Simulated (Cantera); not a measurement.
## Thermodynamics of silicon epitaxy and polysilicon growth, feed SiHCl₃ + Cl₂ + N₂

Charge: 1 mol SiHCl₃, 0.0073 mol Cl₂, 16 mol N₂, at 1298.15 K and 0.00590 bar.

These are equilibrium values from Cantera (NASA tables, ideal gas, pure condensed phases), not measurements of a reactor. Candidate condensed phases: NH₄Cl, Si, Si₃N₄; 28 gas species. N₂ is the only nitrogen source here; it is nearly inert below about 1500 K, so the nitride shown seldom forms there in practice. The tables' values for SiCl₃ are old estimates; treat these amounts as uncertain. Equilibrium is a limit: real reactors are often held back by kinetics, nucleation or transport.

| Item | Value |
|---|---|
| x(N₂) | 0.910 |
| x(HCl) | 0.0524 |
| x(SiCl₄) | 0.0243 |
| x(SiCl₂) | 0.00535 |
| x(SiCl₃) | 0.00466 |
| x(H₂) | 0.00271 |
| x(SiHCl₃) | 5.67e-5 |
| x(Cl) | 1.19e-5 |
| n(Si₃N₄(s)) | 0.135 mol |
| gas amount | 17.28 mol |
| log10 activity of Si(s) (absent) | -2.70 |
